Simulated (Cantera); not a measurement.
Feed: 1 mol CsOH, 8.9 mol H₂O, at 1.05 Torr.

These are equilibrium values from Cantera (NASA tables, ideal gas, pure condensed phases), not measurements of a reactor. Candidate condensed phases: Cs, CsOH, H₂O; 15 gas species. Rates play no part.

x: gas mole fraction; nothing condenses.

```tsv
T (K)	x H₂O	x CsOH	x Cs	x O₂	x H₂	x OH
1300	0.899	0.100	0.000522	0.000198	0.000148	2.85e-5
1350	0.898	0.1000	0.000926	0.000348	0.000263	5.73e-5
1400	0.898	0.0993	0.00157	0.000589	0.000447	0.000110
1450	0.897	0.0982	…	…	…	…
1500	0.896	0.0966	0.00401	0.00150	0.00117	0.000352
1550	0.895	0.0944	…	…	…	…
1600	0.893	0.0913	0.00884	0.00334	0.00274	0.000971
1650	0.890	0.0873	0.0125	0.00477	0.00404	0.00153
1700	0.885	0.0824	0.0170	0.00660	0.00585	0.00236
1750	0.880	0.0764	0.0223	0.00890	0.00831	0.00352
```

Task: What belongs in the gaps?

Result: 
- 1550, x Cs: 0.00606
- 1550, x O₂: 0.00228
- 1550, x H₂: 0.00181
- 1550, x OH: 0.000595
- 1450, x Cs: 0.00256
- 1450, x O₂: 0.000957
- 1450, x H₂: 0.000734
- 1450, x OH: 0.000201
